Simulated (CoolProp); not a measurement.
Vapour-liquid equilibrium of benzene (1) + n-dodecane (2) at 429.3 K; x and y are mole fractions of (1).

Computed with CoolProp (multi-fluid Helmholtz-energy mixture model, Thol 2012 and Lemmon 2004; pair parameters Bell 2016).

Question: Give the bubble pressure and the first vapour's composition at x = 0.05, 0.2, 0.95. Is there an azeotrope?

Answer: x = 0.05: 0.04170 MPa, y = 0.565; x = 0.2: 0.1253 MPa, y = 0.873; x = 0.95: 0.6219 MPa, y = 0.998. No azeotrope shows between x = 0.05 and 0.95.

Pair parameters are fitted to limited data, so mixtures are less certain than the pure fluids.
